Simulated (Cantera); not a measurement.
Cantera run:

```python
import numpy as np
import cantera as ct

gas_names = """
    Fe FeO Fe(OH)2 H HNO HNO2 HNO3 HO2 H2 H2O H2O2 N NH NH2 NH3 NH2OH NO NO2 NO3 N2 N2H2 N2H4 N2O O OH
    O2 O3
""".split()
cond_names = """
    Fe(a) Fe(c) Fe(d) Fe(L) FeO(s) FeO(L) Fe(OH)2(s) Fe(OH)3(s) Fe2O3(s) Fe3O4(s) H2O(s) H2O(L)
""".split()


# ... load() reads the species with a 1 bar reference pressure and builds the phases ...
atoms = {
    'Fe2O3': {'Fe': 2, 'O': 3},
    'H2O': {'H': 2, 'O': 1},
    'N2': {'N': 2},
}
top_T = {'Fe2O3(s)': 1830, 'Fe3O4(s)': 1870}  # K; cautious upper limits of use, not melting points


# ... equilibrate(T, P, feed) seeds the gas with the atoms and calls Mixture.equilibrate('TP', solver="vcs", rtol=1e-11, max_steps=5000) ...
results = []
feed = {'Fe2O3': 1, 'H2O': 0.14, 'N2': 0.13}  # mol
P = 340000  # Pa
for T in [1123, 1173, 1223, 1273, 1323, 1373, 1423, 1473, 1523, 1573, 1623, 1673, 1723, 1773]:
    mix = equilibrate(T, P, feed)
    results.append((T, P, feed, dict(zip(mix.species_names, mix.species_moles))))
    x = sorted(zip(gas.X, gas.species_names), reverse=True)
    print(f"T = {T:g} K  P = {P:g} Pa  gas = {mix.phase_moles(0):.4g} mol")
    print("   x: " + "  ".join(f"{s} {v:.3e}" for v, s in x if v > 1e-05))
    print("   condensed (mol): " + ("  ".join(f"{mix.phase(i).name} {mix.phase_moles(i):.4g}"
          for i in range(1, mix.n_phases) if mix.phase_moles(i) > 1e-12) or "none"))
```

It prints:

```
T = 1123 K  P = 340000 Pa  gas = 0.27 mol
   x: H2O 5.185e-01  N2 4.815e-01
   condensed (mol): Fe2O3(s) 1
T = 1173 K  P = 340000 Pa  gas = 0.27 mol
   x: H2O 5.185e-01  N2 4.815e-01
   condensed (mol): Fe2O3(s) 1
T = 1223 K  P = 340000 Pa  gas = 0.27 mol
   x: H2O 5.185e-01  N2 4.815e-01
   condensed (mol): Fe2O3(s) 1
T = 1273 K  P = 340000 Pa  gas = 0.27 mol
   x: H2O 5.185e-01  N2 4.815e-01
   condensed (mol): Fe2O3(s) 1
T = 1323 K  P = 340000 Pa  gas = 0.27 mol
   x: H2O 5.185e-01  N2 4.815e-01  H2 1.134e-05  O2 1.034e-05
   condensed (mol): Fe2O3(s) 1  Fe3O4(s) 6.895e-06
T = 1373 K  P = 340000 Pa  gas = 0.27 mol
   x: H2O 5.185e-01  N2 4.815e-01  O2 4.876e-05  H2 1.193e-05
   condensed (mol): Fe2O3(s) 0.9999  Fe3O4(s) 5.147e-05
T = 1423 K  P = 340000 Pa  gas = 0.2701 mol
   x: H2O 5.184e-01  N2 4.814e-01  O2 2.058e-04  NO 2.013e-05  H2 1.253e-05  OH 1.145e-05
   condensed (mol): Fe2O3(s) 0.9997  Fe3O4(s) 0.0002294
T = 1473 K  P = 340000 Pa  gas = 0.2702 mol
   x: H2O 5.181e-01  N2 4.811e-01  O2 7.862e-04  NO 5.114e-05  OH 2.553e-05  H2 1.312e-05
   condensed (mol): Fe2O3(s) 0.9987  Fe3O4(s) 0.0008771
T = 1523 K  P = 340000 Pa  gas = 0.2708 mol
   x: H2O 5.170e-01  N2 4.801e-01  O2 2.746e-03  NO 1.220e-04  OH 5.396e-05  H2 1.370e-05
   condensed (mol): Fe2O3(s) 0.9954  Fe3O4(s) 0.003048
T = 1573 K  P = 340000 Pa  gas = 0.2725 mol
   x: H2O 5.138e-01  N2 4.770e-01  O2 8.847e-03  NO 2.747e-04  OH 1.085e-04  H2 1.422e-05
   condensed (mol): Fe2O3(s) 0.9853  Fe3O4(s) 0.009813
T = 1623 K  P = 340000 Pa  gas = 0.2775 mol
   x: H2O 5.045e-01  N2 4.683e-01  O2 2.647e-02  NO 5.839e-04  OH 2.074e-04  H2 1.457e-05
   condensed (mol): Fe2O3(s) 0.9554  Fe3O4(s) 0.02975
T = 1673 K  P = 340000 Pa  gas = 0.2918 mol
   x: H2O 4.795e-01  N2 4.449e-01  O2 7.402e-02  NO 1.166e-03  OH 3.751e-04  H2 1.442e-05
   condensed (mol): Fe2O3(s) 0.8692  Fe3O4(s) 0.0872
T = 1723 K  P = 340000 Pa  gas = 0.3358 mol
   x: H2O 4.165e-01  N2 3.860e-01  O2 1.946e-01  NO 2.131e-03  OH 6.254e-04  O 1.360e-05  H2 1.304e-05  NO2 1.129e-05
   condensed (mol): Fe2O3(s) 0.6053  Fe3O4(s) 0.2631
T = 1773 K  P = 340000 Pa  gas = 0.4368 mol
   x: O2 3.798e-01  H2O 3.201e-01  N2 2.961e-01  NO 3.121e-03  OH 8.928e-04  O 3.138e-05  NO2 2.067e-05  H2 1.175e-05
   condensed (mol): Fe3O4(s) 0.6667
```

These are equilibrium values from Cantera (NASA tables, ideal gas, pure condensed phases), not measurements of a reactor. Mutual solubility and eutectic melting of coexisting phases are not modelled.
